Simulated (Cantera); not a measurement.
An isothermal, constant-pressure homogeneous reactor starts with NH₃ : N₂ = 1 : 0.27 (molar parts), at 2375 K and 0.140 bar. Integrator tolerance rtol = 1e-08.

Model: the gas-phase N/H chemistry of the illustrative SiF4/NH3 mechanism in the Surface Chemkin manual (1991), integrated in Cantera. Walls and surfaces, which speed up NH3 decomposition in real reactors, are not modelled.

### Question
What does this change do: temperature 2375 to 1625 K?

### Answer
```json
[
 {"quantity": "x(NH₃) at 200 s", "before": "4.91e-7 (gas-phase equilibrium 4.91e-7)", "after": "0.0129 (gas-phase equilibrium 1.89e-6)"},
 {"quantity": "x(N₂) at 200 s", "before": "0.334 (gas-phase equilibrium 0.334)", "after": "0.337 (gas-phase equilibrium 0.339)"},
 {"quantity": "x(H) at 200 s", "before": "0.0302 (gas-phase equilibrium 0.0302)", "after": "0.000130 (gas-phase equilibrium 0.000154)"},
 {"quantity": "x(N₂H₂) at 200 s", "before": "<1e-12 (gas-phase equilibrium <1e-12)", "after": "2.00e-9 (gas-phase equilibrium <1e-12)"},
 {"quantity": "x(N) at 200 s", "before": "1.33e-7 (gas-phase equilibrium 1.33e-7)", "after": "7.64e-9 (gas-phase equilibrium 1.80e-12)"}
]
```
